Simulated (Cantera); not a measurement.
Input: 1 mol (CH3)2SiCl2, 0.33 mol C2H4, 1200 mol H2, held at 1000 Pa.

Method: chemical equilibrium by Gibbs-energy minimisation in Cantera with the NASA 1993 tables (ideal gas, pure condensed phases). Candidate condensed phases: C, C6H6, C7H8, C8H18, Si, SiC; 109 gas species. The feed counts by its element totals alone. Rates play no part.

Task: At 1223 K, list the 3 most abundant gas species with their mole fractions, and the condensed phases.

Result: H2 0.998, HCl 0.00166, CH4 0.000133. Condensed: C(graphite) + SiC(s).
